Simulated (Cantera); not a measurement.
An isothermal, constant-pressure homogeneous reactor starts with CO : O2 : H2O : N2 = 0.0038 : 0.043 : 0.048 : 1 (molar parts), at 1375 K and 1.01 bar.

Cantera simulation using GRI-Mech 3.0 (53 species, 325 reactions); the numbers are that mechanism's predictions, not measurements.

x: mole fraction; the columns are a selection and need not sum to one.

```csv
t (s),x CO,x O2,x H2O,x H2,x NO,x CO2
0.000300,0.00347,0.0393,0.0438,1.71e-8,<1e-12,1.63e-7
0.000793,0.00345,0.0393,0.0438,___,1.04e-12,___
0.00210,___,0.0381,0.0436,___,___,___
0.00554,0.000134,0.0376,0.0438,1.58e-5,3.42e-8,0.00334
0.0147,1.49e-5,0.0376,0.0439,2.28e-6,3.84e-8,0.00346
0.0387,1.30e-6,0.0376,0.0439,4.25e-7,4.03e-8,0.00348
0.102,7.27e-8,0.0376,0.0439,1.23e-7,4.12e-8,0.00348
0.271,1.26e-8,0.0376,0.0439,7.32e-8,4.17e-8,0.00348
0.715,1.14e-8,0.0376,0.0439,6.93e-8,4.21e-8,0.00348
1.89,1.13e-8,0.0376,0.0439,6.93e-8,4.27e-8,0.00348
5.00,1.13e-8,0.0376,0.0439,6.93e-8,4.42e-8,0.00348
```

Problem. Complete the blanks.

Solution. 
- 0.000793, x H2: 2.16e-6
- 0.000793, x CO2: 1.75e-5
- 0.00210, x CO: 0.00121
- 0.00210, x H2: 0.000114
- 0.00210, x NO: 1.72e-8
- 0.00210, x CO2: 0.00226
